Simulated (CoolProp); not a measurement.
Propane along the isobar 3.03 MPa: Z from the reference equation and from simpler models built on Tc = 96.7 °C, pc = 4.251 MPa, ω = 0.152; each cubic takes its own stable root.

Model: reference Helmholtz-energy equation of state, Lemmon 2009, in CoolProp.

```json
[
 {"T (°C)": "11.85", "phase": "liquid", "reference": "0.1089", "Redlich-Kwong": "0.1192", "Peng-Robinson": "0.1030"},
 {"T (°C)": "19.35", "phase": "liquid", "reference": "0.1084", "Redlich-Kwong": "0.1193", "Peng-Robinson": "0.1029"},
 {"T (°C)": "26.95", "phase": "liquid", "reference": "0.1081", "Redlich-Kwong": "0.1198", "Peng-Robinson": "0.1032"},
 {"T (°C)": "34.45", "phase": "liquid", "reference": "0.1080", "Redlich-Kwong": "0.1207", "Peng-Robinson": "0.1039"},
 {"T (°C)": "42.05", "phase": "liquid", "reference": "0.1083", "Redlich-Kwong": "0.1222", "Peng-Robinson": "0.1051"},
 {"T (°C)": "49.55", "phase": "liquid", "reference": "0.1090", "Redlich-Kwong": "0.1244", "Peng-Robinson": "0.1069"},
 {"T (°C)": "57.15", "phase": "liquid", "reference": "0.1103", "Redlich-Kwong": "0.1276", "Peng-Robinson": "0.1097"},
 {"T (°C)": "64.75", "phase": "liquid", "reference": "0.1124", "Redlich-Kwong": "0.1325", "Peng-Robinson": "0.1138"},
 {"T (°C)": "72.25", "phase": "liquid", "reference": "0.1158", "Redlich-Kwong": "0.1402", "Peng-Robinson": "0.1202"},
 {"T (°C)": "79.85", "phase": "gas", "reference": "0.5867", "Redlich-Kwong": "0.6124", "Peng-Robinson": "0.5765"},
 {"T (°C)": "87.35", "phase": "gas", "reference": "0.6423", "Redlich-Kwong": "0.6546", "Peng-Robinson": "0.6255"},
 {"T (°C)": "94.95", "phase": "gas", "reference": "0.6822", "Redlich-Kwong": "0.6879", "Peng-Robinson": "0.6630"},
 {"T (°C)": "102.45", "phase": "gas", "reference": "0.7133", "Redlich-Kwong": "0.7150", "Peng-Robinson": "0.6931"},
 {"T (°C)": "110.05", "phase": "gas", "reference": "0.7393", "Redlich-Kwong": "0.7383", "Peng-Robinson": "0.7189"},
 {"T (°C)": "117.55", "phase": "gas", "reference": "0.7612", "Redlich-Kwong": "0.7582", "Peng-Robinson": "0.7409"}
]
```
